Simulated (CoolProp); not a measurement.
Saturation properties of CH2F2 (R32).

Computed with CoolProp (reference Helmholtz-energy equation of state, Tillner-Roth 1997).

| T (K) | p (MPa) | enthalpy of vaporisation (kJ/kg) | vapour Z | surface tension (mN/m) | vapour viscosity (µPa s) | liquid conductivity (mW/(m K)) |
|---|---|---|---|---|---|---|
| 274.3 | 0.8435 | 313.5 | 0.8394 | 10.8 | 12.4 | 154 |
| 278.4 | 0.9588 | 306.9 | 0.8258 | 10.1 | 12.6 | 150 |
| 282.5 | 1.086 | 300.0 | 0.8114 | 9.37 | 12.8 | 147 |
| 286.6 | 1.225 | 292.9 | 0.7963 | 8.68 | 13.1 | 144 |
| 290.7 | 1.377 | 285.4 | 0.7803 | 8.00 | 13.3 | 140 |
| 294.8 | 1.543 | 277.6 | 0.7635 | 7.33 | 13.6 | 137 |
| 298.9 | 1.724 | 269.4 | 0.7457 | 6.67 | 13.8 | 133 |
| 303 | 1.920 | 260.7 | 0.7270 | 6.03 | 14.1 | 130 |
| 307.1 | 2.133 | 251.6 | 0.7072 | 5.39 | 14.4 | 126 |
| 311.2 | 2.363 | 241.9 | 0.6863 | 4.78 | 14.7 | 123 |
| 315.3 | 2.611 | 231.6 | 0.6640 | 4.18 | 15.1 | 119 |
| 319.4 | 2.879 | 220.5 | 0.6403 | 3.59 | 15.5 | 116 |
| 323.5 | 3.167 | 208.6 | 0.6149 | 3.02 | 15.9 | 112 |
| 327.6 | 3.477 | 195.5 | 0.5875 | 2.48 | 16.5 | 108 |

It boils at 221.5 K under 1 atm.

Viscosity comes from a separate model (Bell 2016), an estimate that may be off by 10 % or more. Thermal conductivity comes from a separate model (Huber 2003), an estimate that may be off by 10 % or more. Surface tension comes from a separate correlation (Mulero 2012).
